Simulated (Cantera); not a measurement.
An adiabatic, constant-pressure homogeneous reactor starts with CH4 : O2 : N2 : H2O = 1 : 4.35 : 16.3 : 0.51 (molar parts), at 1223 K and 500000 Pa. Integrator tolerance rtol = 1e-08.

Cantera simulation using GRI-Mech 3.0 (53 species, 325 reactions); the numbers are that mechanism's predictions, not measurements.

### Question
What does this change do: pressure from 500000 Pa to 740000 Pa?

### Answer
```csv
quantity,before,after
time of steepest temperature rise,5.26 ms,3.56 ms
temperature at 1.00 s,2143 K,2145 K
equilibrium temperature,2143 K,2145 K
x(CH4) at 1.00 s,<1e-12 (gas-phase equilibrium <1e-12),<1e-12 (gas-phase equilibrium <1e-12)
x(O2) at 1.00 s,0.102 (gas-phase equilibrium 0.102),0.102 (gas-phase equilibrium 0.102)
x(H2O) at 1.00 s,0.112 (gas-phase equilibrium 0.112),0.112 (gas-phase equilibrium 0.112)
x(H) at 1.00 s,2.04e-5 (gas-phase equilibrium 2.04e-5),1.54e-5 (gas-phase equilibrium 1.54e-5)
x(CH2) at 1.00 s,<1e-12 (gas-phase equilibrium <1e-12),<1e-12 (gas-phase equilibrium <1e-12)
x(NO) at 1.00 s,0.00742 (gas-phase equilibrium 0.00744),0.00747 (gas-phase equilibrium 0.00747)
```

### Question
What does this change do: pressure from 500000 Pa to 100000 Pa?

### Answer
| quantity | before | after |
|---|---|---|
| time of steepest temperature rise | 5.26 ms | 23.1 ms |
| temperature at 1.00 s | 2143 K | 2136 K |
| equilibrium temperature | 2143 K | 2134 K |
| x(CH4) at 1.00 s | <1e-12 (gas-phase equilibrium <1e-12) | <1e-12 (gas-phase equilibrium <1e-12) |
| x(O2) at 1.00 s | 0.102 (gas-phase equilibrium 0.102) | 0.102 (gas-phase equilibrium 0.102) |
| x(H2O) at 1.00 s | 0.112 (gas-phase equilibrium 0.112) | 0.111 (gas-phase equilibrium 0.111) |
| x(H) at 1.00 s | 2.04e-5 (gas-phase equilibrium 2.04e-5) | 6.37e-5 (gas-phase equilibrium 6.26e-5) |
| x(CH2) at 1.00 s | <1e-12 (gas-phase equilibrium <1e-12) | <1e-12 (gas-phase equilibrium <1e-12) |
| x(NO) at 1.00 s | 0.00742 (gas-phase equilibrium 0.00744) | 0.00637 (gas-phase equilibrium 0.00728) |
